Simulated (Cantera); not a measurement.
An isothermal, constant-pressure homogeneous reactor starts with CO : O2 : H2O : N2 = 0.0083 : 0.043 : 0.023 : 1 (molar parts), at 1075 K and 0.440 bar.

Model: GRI-Mech 3.0 (53 species, 325 reactions), integrated in Cantera.

One state of this run: x CO = 3.52e-7; x O2 = 0.0363; x H2O = 0.0215; x N2O = 1.50e-7; x NO2 = 2.58e-10. x: mole fraction; the columns are a selection and need not sum to one.

Question: Which value of t (s) does it belong to?
A) 0.0200
B) 0.200
C) 20.0
D) 2.00

Answer: D, 2.00
